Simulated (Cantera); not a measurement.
Feed: 1 mol Si, 0.65 mol HCl, 4.2 mol H2, 0.75 mol Cl2, equilibrated at 1125 °C and 36000 Pa.

Method: chemical equilibrium by Gibbs-energy minimisation in Cantera with the NASA 1993 tables (ideal gas, pure condensed phases). Candidate condensed phases: Si; 19 gas species. The tables' values for SiCl3 are old estimates; treat these amounts as uncertain. Equilibrium is a limit: real reactors are often held back by kinetics, nucleation or transport.

Question: What is the equilibrium state?

Answer: 
| Quantity | Result |
|---|---|
| x(H2) | 0.786 |
| x(HCl) | 0.110 |
| x(SiCl2) | 0.0453 |
| x(SiCl4) | 0.0272 |
| x(SiCl3) | 0.0170 |
| x(SiHCl3) | 0.0137 |
| x(SiH2Cl2) | 0.00103 |
| x(SiH3Cl) | 2.24e-5 |
| x(H) | 7.01e-6 |
| n(Si(s)) | 0.445 mol |
| gas amount | 5.331 mol |
